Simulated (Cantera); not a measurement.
Feed: 1 mol Ta₂O₅, 0.32 mol C, 1 mol CO, held at 2298 K and 4.40 bar.

Cantera equilibrium calculation (NASA polynomials, part measured and part estimated; ideal gas, pure solids and liquids). Candidate condensed phases: C, Ta, TaC, Ta₂O₅; 15 gas species. Mutual solubility and eutectic melting of coexisting phases are not modelled. TaC: taken at fixed stoichiometry. Condensed phases not in the tables: Ta₂C. Rates play no part.

Base state: CO 0.997, CO₂ 0.00276 (mole fractions); condensed: TaC(s) + Ta₂O₅(l).

Q: What changes in the equilibrium state with this change: Ta₂O₅ replaced by Fe₃O₄?

A: 
| species | before | after |
|---|---|---|
| CO₂ | 0.00276 | 0.515 |
| CO | 0.997 | 0.485 |
| Fe | 0 | 0.000121 |
| O₂ | <1e-9 | 3.38e-5 |
| FeO | 0 | 2.67e-5 |
| O | 3.54e-8 | 1.36e-5 |
| TaC(s), mol | 0.0924 | 0 |
| Ta₂O₅(l), mol | 0.954 | 0 |
| FeO(l), mol | 0 | 3.00 |
The tables' stoichiometric FeO is somewhat more stable than real wüstite, so its field is too wide. FeO: taken at fixed stoichiometry. Further candidate phases: Fe, Fe(CO)₅, FeO, Fe₂O₃, Fe₃O₄.
